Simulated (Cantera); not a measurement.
## Transport properties of process gases

Gas mixture: O₂ = 0.55 (molar parts), at 710000 Pa, frozen composition.

Cantera's kinetic-theory transport with the Lennard-Jones parameters of GRI-Mech 3.0, ideal gas; thermal conductivity in the mixture-averaged form.

```csv
T (K),ρ (kg/m³),cp (J/kg/K),μ (µPa s),λ (mW/m/K),Pr,D (cm²/s) OH,D (cm²/s) NO,D (cm²/s) H₂O
400,6.83,941.4,25.6,33.9,0.713,0.0760,0.0484,0.0570
600,4.55,1003,34.1,48.2,0.709,0.152,0.0969,0.122
800,3.42,1055,41.4,61.4,0.710,0.246,0.157,0.204
1000,2.73,1090,47.9,73.6,0.710,0.356,0.228,0.302
1200,2.28,1114,54.0,84.9,0.708,0.483,0.309,0.415
1400,1.95,1134,59.7,95.7,0.707,0.624,0.400,0.540
1600,1.71,1151,65.1,106,0.707,0.778,0.499,0.677
1800,1.52,1167,70.2,116,0.707,0.946,0.606,0.826
```
D: mixture-averaged diffusion coefficient of that species in the mixture.
